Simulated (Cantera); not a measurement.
# Tantalum, niobium, vanadium and zirconium in process gases: Zr + NH₃

Feed: 1 mol Zr, 0.31 mol NH₃, at 2150 K and 8100 Pa.

Method: chemical equilibrium by Gibbs-energy minimisation in Cantera with the NASA 1993 tables (ideal gas, pure condensed phases). Candidate condensed phases: Zr, ZrN; 11 gas species. Mutual solubility and eutectic melting of coexisting phases are not modelled. ZrN: taken at fixed stoichiometry. Condensed phases not in the tables: N, O or C dissolved in the metal. The numbers say what is thermodynamically allowed, not how fast it happens.

| Quantity | Value |
|---|---|
| x(H₂) | 0.985 |
| x(H) | 0.0147 |
| n(Zr(l)) | 0.690 mol |
| n(ZrN(s)) | 0.310 mol |
| gas amount | 0.4684 mol |
